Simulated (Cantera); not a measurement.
Cantera run:

```python
import numpy as np
import cantera as ct

gas_names = """
    CL CL2 H HCL H2 Si SiCL SiCL2 SiCL3 SiCL4 SiH SiHCL3 SiH2 SiH2CL2 SiH3 SiH3CL SiH4 Si2 Si3
""".split()
cond_names = """
    Si(cr) Si(L)
""".split()


# ... load() reads the species with a 1 bar reference pressure and builds the phases ...
atoms = {
    'SiH4': {'Si': 1, 'H': 4},
    'HCl': {'H': 1, 'CL': 1},
    'H2': {'H': 2},
}
top_T = {}  # K; cautious upper limits of use, not melting points


# ... equilibrate(T, P, feed) seeds the gas with the atoms and calls Mixture.equilibrate('TP', solver="vcs", rtol=1e-11, max_steps=5000) ...
results = []
feed = {'SiH4': 1, 'HCl': 4.1, 'H2': 580}  # mol
P = 100000  # Pa
for T in [875, 925, 975, 1025, 1075, 1125, 1175, 1225, 1275, 1325, 1375, 1425, 1475]:
    mix = equilibrate(T, P, feed)
    results.append((T, P, feed, dict(zip(mix.species_names, mix.species_moles))))
    x = sorted(zip(gas.X, gas.species_names), reverse=True)
    print(f"T = {T:g} K  P = {P:g} Pa  gas = {mix.phase_moles(0):.4g} mol")
    print("   x: " + "  ".join(f"{s} {v:.3e}" for v, s in x if v > 0.0001))
    print("   condensed (mol): " + ("  ".join(f"{mix.phase(i).name} {mix.phase_moles(i):.4g}"
          for i in range(1, mix.n_phases) if mix.phase_moles(i) > 1e-12) or "none"))
```

Result:

```
T = 875 K  P = 100000 Pa  gas = 585.1 mol
   x: H2 9.969e-01  HCL 1.410e-03  SiHCL3 9.516e-04  SiCL4 6.149e-04  SiH2CL2 1.346e-04
   condensed (mol): none
T = 925 K  P = 100000 Pa  gas = 585.1 mol
   x: H2 9.966e-01  HCL 1.660e-03  SiHCL3 1.009e-03  SiCL4 4.627e-04  SiH2CL2 2.161e-04
   condensed (mol): none
T = 975 K  P = 100000 Pa  gas = 585.2 mol
   x: H2 9.961e-01  HCL 2.394e-03  SiHCL3 8.778e-04  SiCL4 3.690e-04  SiH2CL2 2.186e-04
   condensed (mol): Si(cr) 0.1223
T = 1025 K  P = 100000 Pa  gas = 585.4 mol
   x: H2 9.954e-01  HCL 3.384e-03  SiHCL3 6.835e-04  SiCL4 2.704e-04  SiH2CL2 1.917e-04
   condensed (mol): Si(cr) 0.2994
T = 1075 K  P = 100000 Pa  gas = 585.6 mol
   x: H2 9.947e-01  HCL 4.426e-03  SiHCL3 4.765e-04  SiCL4 1.706e-04  SiH2CL2 1.556e-04
   condensed (mol): Si(cr) 0.4873
T = 1125 K  P = 100000 Pa  gas = 585.8 mol
   x: H2 9.941e-01  HCL 5.342e-03  SiHCL3 2.901e-04  SiH2CL2 1.151e-04
   condensed (mol): Si(cr) 0.6546
T = 1175 K  P = 100000 Pa  gas = 585.9 mol
   x: H2 9.936e-01  HCL 5.988e-03  SiHCL3 1.551e-04
   condensed (mol): Si(cr) 0.7748
T = 1225 K  P = 100000 Pa  gas = 586 mol
   x: H2 9.934e-01  HCL 6.356e-03
   condensed (mol): Si(cr) 0.845
T = 1275 K  P = 100000 Pa  gas = 586 mol
   x: H2 9.933e-01  HCL 6.539e-03  SiCL2 1.116e-04
   condensed (mol): Si(cr) 0.8806
T = 1325 K  P = 100000 Pa  gas = 586.1 mol
   x: H2 9.932e-01  HCL 6.623e-03  SiCL2 1.210e-04
   condensed (mol): Si(cr) 0.8972
T = 1375 K  P = 100000 Pa  gas = 586.1 mol
   x: H2 9.932e-01  HCL 6.661e-03  SiCL2 1.287e-04
   condensed (mol): Si(cr) 0.9045
T = 1425 K  P = 100000 Pa  gas = 586.1 mol
   x: H2 9.932e-01  HCL 6.676e-03  SiCL2 1.355e-04
   condensed (mol): Si(cr) 0.907
T = 1475 K  P = 100000 Pa  gas = 586.1 mol
   x: H2 9.931e-01  HCL 6.680e-03  SiCL2 1.415e-04
   condensed (mol): Si(cr) 0.907
```

Equilibrium computed with Cantera from the NASA thermochemical tables; the gas is ideal and each condensed phase is pure. The tables' values for SiCl3 are old estimates; treat these amounts as uncertain.
